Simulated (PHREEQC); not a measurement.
0.017 g of hydrous ferric oxide (600 m²/g; 0.2 weak and 0.005 strong sites per Fe, Dzombak-Morel constants, diffuse double layer) in 1 kg of water with 0.01 mol/kgw of an inert sodium salt, at 25 °C; the pH is set by adding NaOH or the inert anion's acid. O2 is buffered at 0.21 atm. No CO2 enters from the air. Precipitation was switched off in this run.

All values are PHREEQC results (ion-association model, wateq4f.dat), not measurements.

Question: Predict surface charge σ (C/m²) at pH = 5.5, 9, 11.

Answer: 
```tsv
pH	surface charge σ (C/m²)
5.5	0.077
9	-0.013
11	-0.099
```

Species that the database lacks are ignored.
